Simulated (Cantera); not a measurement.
An adiabatic, constant-volume homogeneous reactor starts with CH4 : H2 : O2 : N2 : CO2 = 1 : 0.042 : 0.919 : 3.03 : 0.71 (molar parts), equivalence ratio 2.2, at 1523 K and 1.10 bar.

Detailed kinetics in Cantera: GRI-Mech 3.0 (53 species, 325 reactions).

One state of this run: T (K) = 2553; P (bar) = 2.20; x CH4 = 2.39e-11; x H2 = 0.118; x O2 = 5.96e-5; x HCN = 1.43e-7; x NO = 0.000320; x C2H4 = <1e-12. x: mole fraction; the columns are a selection and need not sum to one.

### Question
Which value of t (s) does it belong to?
(A) 0.000227
(B) 1.51e-5
(C) 0.0515
(D) 5.85e-5

### Answer
C, 0.0515
